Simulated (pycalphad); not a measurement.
Nb-Ti solution, phase liquid, at 2850 K; mixing quantities and activities refer to the pure elements in the same phase at that temperature, stable or not.

Computed with pycalphad from the COST 507 light-alloy database (1999), at 1 atm. The data set is of 1999 and partly superseded.

```csv
x(Ti),ΔH mix (kJ/mol),ΔG mix (kJ/mol),excess S (J/mol/K),a(Nb),a(Ti),stable as one phase?
0.02,0.17,-2.16,-0.00,0.980,0.0282,yes
0.05,0.40,-4.30,-0.00,0.951,0.0691,yes
0.1,0.76,-6.94,-0.00,0.903,0.134,yes
0.2,1.36,-10.50,0.00,0.812,0.252,yes
0.3,1.78,-12.69,0.00,0.723,0.358,yes
0.4,2.04,-13.91,0.00,0.635,0.455,yes
0.5,2.12,-14.30,0.00,0.547,0.547,yes
0.6,2.04,-13.91,0.00,0.455,0.635,yes
0.7,1.78,-12.69,0.00,0.358,0.723,yes
0.8,1.36,-10.50,0.00,0.252,0.812,yes
0.9,0.76,-6.94,-0.00,0.134,0.903,yes
0.95,0.40,-4.30,-0.00,0.0691,0.951,yes
0.98,0.17,-2.16,-0.00,0.0282,0.980,yes
```
